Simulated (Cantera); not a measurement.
Charge: 1 mol borazine, 0.2 mol O₂, 1.1 mol H₂, equilibrated at 2223.15 K and 2.60 mbar.

Cantera equilibrium calculation (NASA polynomials, part measured and part estimated; ideal gas, pure solids and liquids). Candidate condensed phases: B, BN, B₂O₃, B₃O₃H₃, H₂O; 39 gas species. The feed counts by its element totals alone. The tables' values for BH₂ are old estimates; treat these amounts as uncertain. Equilibrium is a limit: real reactors are often held back by kinetics, nucleation or transport.

Base state: H₂ 0.597, N₂ 0.240, H 0.0972, BO 0.0398, HBO 0.0205, B 0.00144, B₂O₂ 0.00142, B₂O 0.000969 (mole fractions); condensed: B(s).

Question: What changes in the equilibrium state with this change: borazine replaced by B₂O₃?

Answer: 
| species | before | after |
|---|---|---|
| HBO₂ | 3.10e-6 | 0.303 |
| B₂O₃ | 1.37e-6 | 0.254 |
| H₂ | 0.597 | 0.247 |
| N₂ | 0.240 | 0 |
| BO₂ | 8.76e-8 | 0.0133 |
| H₂O | 1.01e-6 | 0.0521 |
| H | 0.0972 | 0.0625 |
| HBO | 0.0205 | 0.0160 |
| BO | 0.0398 | 0.0483 |
| BH₂ | 0.000882 | 3.53e-9 |
| O | 2.67e-9 | 0.000334 |
| B | 0.00144 | 1.39e-8 |
| B₂O | 0.000969 | 1.14e-8 |
| OH | 2.36e-8 | 0.00190 |
| B(s), mol | 2.58 | 0 |
